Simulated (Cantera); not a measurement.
Feed: 1 mol Pb, 0.041 mol H₂, 3.2 mol CO, equilibrated at 1327 °C and 645 Torr.

Equilibrium computed with Cantera from the NASA thermochemical tables; the gas is ideal and each condensed phase is pure. Candidate condensed phases: C, C₆H₆, C₇H₈, C₈H₁₈, H₂O, Pb, PbO, PbO₂, Pb₃O₄; 113 gas species. Rates play no part.

Base state: CO 0.918, Pb 0.0704, H₂ 0.0117, CO₂ 0.000211, Pb₂ 5.35e-5 (mole fractions); condensed: C(graphite) + Pb(l).

**Question.** What changes in the equilibrium state with this change: pressure from 645 Torr to 2.63 Torr?

**Answer.** 
```
species             before    after
----------------  --------  -------
CO                   0.918    0.755
Pb                  0.0704    0.236
H₂                  0.0117  0.00962
CO₂               0.000211  5.79e-7
Pb₂                5.35e-5  2.44e-6
H                  6.35e-6  9.01e-5
C(graphite), mol  0.000759        0
Pb(l), mol           0.754        0
```
